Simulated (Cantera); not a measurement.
Feed: 1 mol CH2F2, 0.014 mol CH4, 11 mol H2, held at 1127 °C.

Cantera equilibrium calculation (NASA polynomials, part measured and part estimated; ideal gas, pure solids and liquids). Candidate condensed phases: C, C6H6, C7H8, C8H18; 95 gas species. Kinetics and transport are ignored.

x: gas mole fraction; n: condensed amount in mol.

| P (Pa) | x H2 | x HF | x CH4 | x H | x C2H2 (acetylene) | x C2H4 | n C(graphite) |
|---|---|---|---|---|---|---|---|
| 1 | 0.845 | 0.153 | 3.09e-8 | 0.00141 | 2.13e-6 | ___ | 1.01 |
| 10 | 0.846 | 0.153 | 3.09e-7 | 0.000447 | 2.13e-6 | ___ | 1.01 |
| 100 | 0.846 | 0.154 | 3.09e-6 | 0.000142 | 2.13e-6 | ___ | 1.01 |
| 1000 | 0.846 | 0.154 | 3.09e-5 | 4.47e-5 | 2.13e-6 | ___ | 1.01 |
| 10000 | 0.846 | 0.154 | 0.000309 | 1.41e-5 | 2.13e-6 | ___ | 1.01 |
| 100000 | 0.843 | 0.154 | 0.00307 | 4.47e-6 | 2.12e-6 | ___ | 0.974 |

Task: Fill in the missing entries.

Result: 
- 1, x C2H4: 1.50e-11
- 10, x C2H4: 1.50e-10
- 100, x C2H4: 1.50e-9
- 1000, x C2H4: 1.50e-8
- 10000, x C2H4: 1.50e-7
- 100000, x C2H4: 1.49e-6
